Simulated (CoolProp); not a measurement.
The numbers come from the reference Helmholtz-energy equation of state, Kamei 1995 in CoolProp.

**Question.** For R22, give the phase and the speed of sound (m/s), Prandtl number at 361.2 K and 1.4 bar; 279.3 K and 0.208 bar.

**Answer.** 
- 361.2 K and 1.4 bar: gas; speed of sound 199, Prandtl number 0.764
- 279.3 K and 0.208 bar: gas; speed of sound 178, Prandtl number 0.790

Viscosity comes from a separate model (Bell 2016), an estimate that may be off by 10 % or more. Thermal conductivity comes from a separate model (McLinden 2000), an estimate that may be off by 10 % or more.
